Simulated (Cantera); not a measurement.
Input: 1 mol Hg, 0.12 mol O2, 0.6 mol H2, equilibrated at 1373 K and 248 Torr.

Equilibrium computed with Cantera from the NASA thermochemical tables; the gas is ideal and each condensed phase is pure. Candidate condensed phases: H2O, Hg, HgO; 10 gas species. Equilibrium is a limit: real reactors are often held back by kinetics, nucleation or transport.

**Question.** What is the equilibrium state?

**Answer.** x(Hg): 0.625
x(H2): 0.225
x(H2O): 0.150
x(H): 2.75e-6
gas amount: 1.600 mol
log10 activity of Hg(l) (absent): -3.26
